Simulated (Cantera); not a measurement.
Input (Python, Cantera) and output of one run.

```python
import numpy as np
import cantera as ct

gas_names = """
    B BCL BCL2 BCL3 BH BH2 BH3 BO BOCL BO2 B2 B2O B2O2 B2O3 B3O3CL3 B3O3H3 CL CLO CL2 H HBO HBO2 HCL
    HOCL HO2 H2 H2O H2O2 H3B3O6 O OH O2 O3
""".split()
cond_names = """
    B(b) B(L) B2O3(L) B3O3H3(cr) H2O(s) H2O(L)
""".split()


def load(file, names, dense=False):
    # The tables refer to 1 bar. Condensed volumes are neglected.
    table = {s.name: s for s in ct.Species.list_from_file(file)}
    out = []
    for n in names:
        d = dict(table[n].input_data)
        d["thermo"] = dict(d["thermo"], **{"reference-pressure": 1e5})
        if dense:
            d["equation-of-state"] = {"model": "constant-volume", "density": "1e6 g/cm^3"}
        out.append(ct.Species.from_dict(d))
    return out


gas = ct.Solution(thermo="ideal-gas", species=load("nasa_gas.yaml", gas_names))
cond = {s.name: ct.Solution(thermo="fixed-stoichiometry", species=[s], name=s.name)
        for s in load("nasa_condensed.yaml", cond_names, dense=True)}
atoms = {
    'BCl3': {'B': 1, 'CL': 3},
    'H2O': {'H': 2, 'O': 1},
}
top_T = {}  # K; cautious upper limits of use, not melting points


def equilibrate(T, P, feed):
    n = {}
    for name, mol in feed.items():
        for a, k in atoms[name].items():
            n[a] = n.get(a, 0.0) + k * mol
    gas.TPX = T, P, n
    mass = sum(n.values()) * gas.mean_molecular_weight
    gas.equilibrate("TP")
    valid = [c for c in cond.values() if c.min_temp <= T <= top_T.get(c.name, c.max_temp)]
    mix = ct.Mixture([(gas, mass / gas.mean_molecular_weight)] + [(c, 0.0) for c in valid])
    mix.T, mix.P = T, P
    mix.equilibrate("TP", solver="vcs", rtol=1e-11, max_steps=5000)
    return mix


results = []
T = 1600  # K
P = 100000  # Pa
for m in [0.42, 0.56, 0.74, 0.99, 1.3, 1.7, 2.3]:
    feed = {'BCl3': 1, 'H2O': m}  # mol
    mix = equilibrate(T, P, feed)
    results.append((T, P, feed, dict(zip(mix.species_names, mix.species_moles))))

top = {s: max(r[3][s] / sum(r[3][g] for g in gas_names) for r in results) for s in gas_names}
cols = sorted((s for s in top if top[s] > 0.0001), key=lambda s: -top[s])[:8]
seen = [c for c in cond_names if any(r[3].get(c, 0) > 1e-12 for r in results)]
print("log10 of partial pressures in bar; condensed amounts in mol")
print(f"{'n(H2O)':>10s}" + "".join(f"{s[:9]:>10s}" for s in cols + seen))
for T, P, feed, n in results:
    ng = sum(n[g] for g in gas_names)
    print(f"{feed['H2O']:10.4g}" + "".join(f"{np.log10(max(n[s] / ng * P / 1e5, 1e-99)):10.3f}" for s in cols)
          + "".join(f"{n.get(c, 0):10.4g}" for c in seen))
```

Result:

```
log10 of partial pressures in bar; condensed amounts in mol
    n(H2O)       HCL      BCL3       H2O   B3O3CL3      HBO2      BOCL        CL        H2   B2O3(L)
      0.42    -0.272    -0.431    -4.652    -1.060    -3.676    -2.220    -3.002    -3.272         0
      0.56    -0.196    -0.584    -4.336    -1.025    -3.424    -2.209    -2.959    -3.208    0.0165
      0.74    -0.131    -0.733    -4.107    -1.173    -3.310    -2.258    -2.920    -3.155    0.1081
      0.99    -0.072    -0.974    -3.827    -1.414    -3.170    -2.338    -2.885    -3.108    0.2352
       1.3    -0.025    -1.451    -3.415    -1.892    -2.964    -2.498    -2.856    -3.070    0.3925
       1.7    -0.032    -4.713    -1.255    -5.154    -1.884    -3.585    -2.862    -3.073    0.4777
       2.3    -0.109    -5.762    -0.710    -6.203    -1.611    -3.935    -2.913    -3.125    0.4503
```

These are equilibrium values from Cantera (NASA tables, ideal gas, pure condensed phases), not measurements of a reactor. The tables' values for BOCl, BCl2 are old estimates; treat these amounts as uncertain. Gases not in the tables: H3BO3.
